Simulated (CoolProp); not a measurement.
Properties of fluoroethane (R161) at several states (Tc = 375.2 K, pc = 5.010 MPa, ω = 0.216).

Computed with CoolProp (reference Helmholtz-energy equation of state, Wu 2012).

```tsv
T (K)	p (MPa)	phase	density (kg/m³)	cp (kJ/(kg K))	speed of sound (m/s)	expansivity (1/kK)	fugacity coefficient
390.7	0.0436	gas	0.6468	1.521	275.6	2.582	0.9973
141.2	5	liquid	944.6	2.123	1696	1.367	8.938e-6
386.5	3.71	gas	77.94	2.294	___	7.892	0.7720
232.9	5	liquid	827.1	1.939	___	1.637	0.02010
328.4	5	liquid	656.3	2.438	___	___	0.3336
```

**Question.** What belongs in the gaps?

**Answer.** 
- 386.5, speed of sound (m/s): 215.6
- 232.9, speed of sound (m/s): 1146
- 328.4, speed of sound (m/s): 534.6
- 328.4, expansivity (1/kK): 3.942
